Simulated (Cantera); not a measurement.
Cantera run, input and output.

```python
import numpy as np
import cantera as ct

gas = ct.Solution("gri30.yaml")
gas.TPX = 575, 100000, {'CH4': 1, 'H2': 0.55, 'O2': 5.29, 'N2': 19.9, 'CO2': 6.3}
inlet = ct.Reservoir(gas, clone=True)
gas.equilibrate("HP")  # start burning
reactor = ct.IdealGasConstPressureReactor(gas, energy="on", clone=False)
exhaust = ct.Reservoir(gas, clone=True)
tau = [0.27, 0.09, 0.03, 0.01, 0.0035, 0.0012, 0.0004, 0.00013, 4.5e-05][0]
for a, b in ((inlet, reactor), (reactor, exhaust)):
    ct.MassFlowController(a, b, mdot=lambda t: reactor.mass / tau)
net = ct.ReactorNet([reactor])
show = ['CH4', 'H2', 'O2', 'O', 'CH3', 'C2H4']

rows = []
print(f"{'tau/s':>10s}{'T/K':>9s}" + "".join(f"{s:>11s}" for s in show))
for tau in [0.27, 0.09, 0.03, 0.01, 0.0035, 0.0012, 0.0004, 0.00013, 4.5e-05]:
    net.initial_time = 0.0
    net.advance(30 * tau)
    before = gas.X
    net.advance(40 * tau)
    drift = np.max(np.abs(gas.X - before) / (gas.X + 1e-9))
    rows.append([gas.T, *gas[show].X, drift])
    print(f"{tau:10.3e}{gas.T:9.1f}" + "".join(f"{x:11.3e}" for x in gas[show].X))
```

Result:

```
     tau/s      T/K        CH4         H2         O2          O        CH3       C2H4
 2.700e-01   1325.9  3.063e-05  3.584e-05  9.222e-02  1.867e-05  2.429e-06  5.358e-08
 9.000e-02   1321.4  6.523e-05  8.144e-05  9.250e-02  3.792e-05  4.626e-06  1.183e-07
 3.000e-02   1311.6  1.441e-04  1.919e-04  9.313e-02  7.318e-05  8.757e-06  2.495e-07
 1.000e-02   1287.0  3.690e-04  5.134e-04  9.482e-02  1.193e-04  1.802e-05  6.784e-07
 3.500e-03    575.0  3.027e-02  1.665e-02  1.601e-01  2.624e-22  8.769e-18  2.498e-17
 1.200e-03    575.0  3.027e-02  1.665e-02  1.601e-01  2.215e-22  3.337e-18 -6.617e-21
 4.000e-04    575.0  3.027e-02  1.665e-02  1.601e-01  1.738e-22  1.253e-18 -2.957e-22
 1.300e-04    575.0  3.027e-02  1.665e-02  1.601e-01  1.093e-22  4.349e-19 -1.837e-23
 4.500e-05    575.0  3.027e-02  1.665e-02  1.601e-01  5.431e-23  1.515e-19 -1.160e-24
```

Detailed kinetics in Cantera: GRI-Mech 3.0 (53 species, 325 reactions).
